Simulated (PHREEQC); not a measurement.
**Copper plating or etch bath: an equilibrium model**

Consider water at 20 °C with 0.26 mol/kgw CuSO4, 0.0011 mol/kgw H2SO4 and 0.043 mol/kgw NaCl. Closed to the air; pH follows from the charge balance.

Model: ion-association model, phreeqc.dat, run in PHREEQC.

Each row changes one thing in this solution. No solid was allowed to form.

```tsv
case	pH	ionic strength (mol/kgw)	SO4-2 (mol/kgw)	HSO4- (mol/kgw)
as made	3.28	0.539	0.122	0.00152
H2SO4 from 0.0011 to 0.0022 mol/kgw	2.98	0.540	0.122	0.00304
CuSO4 from 0.26 to 0.13 mol/kgw	3.17	0.314	0.0665	?
H2SO4 left out	?	0.538	0.123	0.000103
NaCl left out	3.29	0.486	0.121	0.00154
CuSO4 left out	?	0.0459	0.000924	?
H2SO4 from 0.0011 to 0.00011 mol/kgw	4.20	0.538	0.123	0.000186
```

Task: Complete the blanks.

Result: 
- CuSO4 from 0.26 to 0.13 mol/kgw, HSO4- (mol/kgw): 0.00134
- H2SO4 left out, pH: 4.45
- CuSO4 left out, pH: 2.74
- CuSO4 left out, HSO4- (mol/kgw): 8.43e-5

Complexes and solids missing from the database can't appear.
